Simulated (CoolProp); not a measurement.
Vapour-liquid equilibrium of isobutane (1) + isobutene (2) at 229.4 K; x and y are mole fractions of (1).

Values from CoolProp's multi-fluid Helmholtz-energy mixture model, Bücker 2006 and Lemmon 2005; pair parameters Bell 2016.

```json
[
 {"x": "0.05", "bubble pressure (bar)": "0.1873", "y at the bubble point": "0.068", "dew pressure at overall composition x (bar)": "(withheld)", "liquid density (mol/L)": "11.82"},
 {"x": "0.2", "bubble pressure (bar)": "0.1975", "y at the bubble point": "0.253", "dew pressure at overall composition x (bar)": "0.1945", "liquid density (mol/L)": "(withheld)"},
 {"x": "0.35", "bubble pressure (bar)": "0.2065", "y at the bubble point": "(withheld)", "dew pressure at overall composition x (bar)": "(withheld)", "liquid density (mol/L)": "11.48"},
 {"x": "0.5", "bubble pressure (bar)": "0.2146", "y at the bubble point": "0.561", "dew pressure at overall composition x (bar)": "(withheld)", "liquid density (mol/L)": "11.32"},
 {"x": "0.65", "bubble pressure (bar)": "0.2218", "y at the bubble point": "0.698", "dew pressure at overall composition x (bar)": "0.2193", "liquid density (mol/L)": "11.16"},
 {"x": "0.8", "bubble pressure (bar)": "0.2284", "y at the bubble point": "0.830", "dew pressure at overall composition x (bar)": "0.2270", "liquid density (mol/L)": "(withheld)"},
 {"x": "0.95", "bubble pressure (bar)": "(withheld)", "y at the bubble point": "0.958", "dew pressure at overall composition x (bar)": "(withheld)", "liquid density (mol/L)": "10.85"}
]
```

### Question
Fill in the missing entries.

### Answer

- 0.05, dew pressure at overall composition x (bar): 0.1863
- 0.2, liquid density (mol/L): 11.65
- 0.35, y at the bubble point: 0.414
- 0.35, dew pressure at overall composition x (bar): 0.2029
- 0.5, dew pressure at overall composition x (bar): 0.2112
- 0.8, liquid density (mol/L): 11.00
- 0.95, bubble pressure (bar): 0.2344
- 0.95, dew pressure at overall composition x (bar): 0.2341

No azeotrope shows between x = 0.05 and 0.95.

The pair parameters rest on a limited set of measurements; away from them the model extrapolates.
